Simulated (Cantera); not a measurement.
Charge: 1 mol C3H8, 39 mol H2, at 1623.15 K and 133 Pa.

Method: chemical equilibrium by Gibbs-energy minimisation in Cantera with the NASA 1993 tables (ideal gas, pure condensed phases). Candidate condensed phases: C, C6H6, C7H8, C8H18; 76 gas species. The numbers say what is thermodynamically allowed, not how fast it happens.

Base state: H2 0.998, H 0.00189, C2H2 (acetylene) 3.48e-5 (mole fractions); condensed: C(graphite).

### Question
What changes in the equilibrium state with this change: pressure from 133 Pa to 11000 Pa?

### Answer
```csv
species,before,after
H2,0.998,1.000
H,0.00189,0.000209
CH4,1.97e-6,0.000163
C2H2 (acetylene),3.48e-5,3.49e-5
"C(graphite), mol",3.00,2.99
```

### Question
What changes in the equilibrium state with this change: temperature from 1623.15 K to 1325 K?

### Answer
```csv
species,before,after
H2,0.998,1.000
H,0.00189,4.48e-5
C2H2 (acetylene),3.48e-5,8.51e-7
"C(graphite), mol",3.00,3.00
```

### Question
What changes in the equilibrium state with this change: temperature from 1623.15 K to 2500 K?

### Answer
| species | before | after |
|---|---|---|
| H2 | 0.998 | 0.505 |
| H | 0.00189 | 0.489 |
| C2H2 (acetylene) | 3.48e-5 | 0.00546 |
| C2H | <1e-9 | 0.000380 |
| C3 | <1e-9 | 0.000373 |
| C | <1e-9 | 0.000125 |
| C(graphite), mol | 3.00 | 2.25 |
